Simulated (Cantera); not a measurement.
Input: 1 mol TEOS, 0.65 mol NO, at 950 °C and 0.133 bar.

Equilibrium computed with Cantera from the NASA thermochemical tables; the gas is ideal and each condensed phase is pure. Candidate condensed phases: C, C6H6, C7H8, C8H18, H2O, Si, SiC, SiO2, Si2N2O, Si3N4; 151 gas species. The feed counts by its element totals alone. The tables hold silica as quartz up to 1696 K and as liquid above; real silica turns to tridymite and cristobalite and melts near 1996 K. Rates play no part.

Base state: H2 0.769, CO 0.204, N2 0.0251, CH4 0.00105, H2O 0.000420, CO2 7.63e-5, HCN 1.33e-5 (mole fractions); condensed: C(graphite) + SiO2(β-quartz).

### Question
What changes in the equilibrium state with this change: NO from 0.65 to 0.14 mol?

### Answer
| species | before | after |
|---|---|---|
| H2 | 0.769 | 0.818 |
| CO | 0.204 | 0.175 |
| N2 | 0.0251 | 0.00574 |
| HCN | 1.33e-5 | 6.55e-6 |
| CO2 | 7.63e-5 | 5.62e-5 |
| CH4 | 0.00105 | 0.00119 |
| H2O | 0.000420 | 0.000383 |
| C(graphite), mol | 5.34 | 5.85 |
| SiO2(β-quartz), mol | 1.00 | 1.00 |

### Question
What changes in the equilibrium state with this change: NO from 0.65 to 20 mol?

### Answer
```tsv
species	before	after
N2	0.0251	0.357
H2O	0.000420	0.288
CO2	7.63e-5	0.212
H2	0.769	0.0689
CO	0.204	0.0739
CH4	0.00105	<1e-9
HCN	1.33e-5	<1e-9
C(graphite), mol	5.34	0
SiO2(β-quartz), mol	1.00	1.00
```
Gases not in the tables: Si(OH)4.
